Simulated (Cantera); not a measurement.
Input: 1 mol HMDSO, 0.33 mol NO, 0.2 mol H₂, equilibrated at 2048 K and 0.760 bar.

Cantera equilibrium calculation (NASA polynomials, part measured and part estimated; ideal gas, pure solids and liquids). Candidate condensed phases: C, C₆H₆, C₇H₈, C₈H₁₈, H₂O, Si, SiC, SiO₂, Si₂N₂O, Si₃N₄; 151 gas species. The feed counts by its element totals alone. Rates play no part.

Base state: H₂ 0.856, CO 0.123, N₂ 0.0144, H 0.00238, HCN 0.00197, SiO 0.00128, C₂H₂ (acetylene) 0.000897, CH₄ 0.000209 (mole fractions); condensed: C(graphite) + SiC(s).

Problem. What changes in the equilibrium state with this change: temperature from 2048 K to 975 K?

Solution. 
| species | before | after |
|---|---|---|
| H₂ | 0.856 | 0.919 |
| CH₄ | 0.000209 | 0.0807 |
| CO | 0.123 | 6.43e-8 |
| N₂ | 0.0144 | <1e-9 |
| SiO | 0.00128 | <1e-9 |
| HCN | 0.00197 | <1e-9 |
| H | 0.00238 | 1.26e-9 |
| C₂H₂ (acetylene) | 0.000897 | <1e-9 |
| C(graphite), mol | 2.65 | 4.23 |
| SiC(s), mol | 1.99 | 1.09 |
| SiO₂(β-quartz), mol | 0 | 0.583 |
| Si₂N₂O(s), mol | 0 | 0.165 |

Problem. What changes in the equilibrium state with this change: HMDSO replaced by TEOS?

Solution. 
```csv
species,before,after
H₂,0.856,0.691
CO,0.123,0.291
N₂,0.0144,0.0104
SiO,0.00128,0.00302
H₂O,7.78e-6,1.49e-5
CH₄,0.000209,0.000136
"C(graphite), mol",2.65,2.71
"SiC(s), mol",1.99,0.955
```
